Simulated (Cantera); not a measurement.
A perfectly stirred reactor is fed with 0.349 % CO, 1.94 % O2, 0.718 % H2O, 97.0 % N2, equivalence ratio 0.090, at 4.60 bar; it is held at 1375 K, and followed from long to short residence time.

Cantera simulation using GRI-Mech 3.0 (53 species, 325 reactions); the numbers are that mechanism's predictions, not measurements.

One state of this run: x CO = 0.000352; x O2 = 0.0178; x H2O = 0.00717; x N2O = 1.82e-6; x HO2 = 1.58e-6; x CO2 = 0.00315. x: mole fraction; the columns are a selection and need not sum to one.

Task: Which value of τ (s) does it belong to?
(A) 0.0085
(B) 0.16
(C) 0.059
(D) 0.022

Result: D, 0.022
